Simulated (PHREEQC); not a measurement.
A solution holds 0.004 mol HF, 0.19 mol NH4F and 0.00048 mol H2SO4 per kg of water, at 25 °C. Closed to the air; pH follows from the charge balance.

The numbers come from PHREEQC with the ion-association model, phreeqc.dat.

Task: The ionic strength comes out as 0.190 mol/kgw. What activity coefficients do NH4+, H+, NH4SO4-, SO4-2, HF2- get?

Result: NH4+ 0.69, H+ 0.80, NH4SO4- 0.75, SO4-2 0.30, HF2- 0.75.

No solid was allowed to form. Species that the database lacks are ignored.
